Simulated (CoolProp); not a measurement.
Values from CoolProp's reference Helmholtz-energy equation of state, Platzer 1990. This equation is an older, rougher fit.

For c-C4F8 (RC318), give the phase and the cv (kJ/(kg K)), conductivity (mW/(m K)), Prandtl number at 174.45 °C and 1.01 bar; 190.65 °C and 1.01 bar.


- 174.45 °C and 1.01 bar: gas; cv 0.941, conductivity 22.4, Prandtl number 0.754
- 190.65 °C and 1.01 bar: gas; cv 0.959, conductivity 23.6, Prandtl number 0.755

Viscosity comes from a separate model (Huber 2003), an estimate that may be off by 10 % or more. Thermal conductivity comes from a separate model (Huber 2003), an estimate that may be off by 10 % or more.
